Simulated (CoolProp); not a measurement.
Vapour-liquid equilibrium of R1234ze(E) (1) + n-pentane (2) at 354.6 K; x and y are mole fractions of (1).

Computed with CoolProp (multi-fluid Helmholtz-energy mixture model, Thol 2016 and Thol 2019; pair parameters Bell 2016).

Question: Give the bubble pressure and the first vapour's composition at x = 0.35, 0.425, 0.5. Is there an azeotrope?

Answer: x = 0.35: 1.227 MPa, y = 0.720; x = 0.425: 1.347 MPa, y = 0.755; x = 0.5: 1.454 MPa, y = 0.785. No azeotrope shows between x = 0.05 and 0.95.

The pair parameters rest on a limited set of measurements; away from them the model extrapolates.
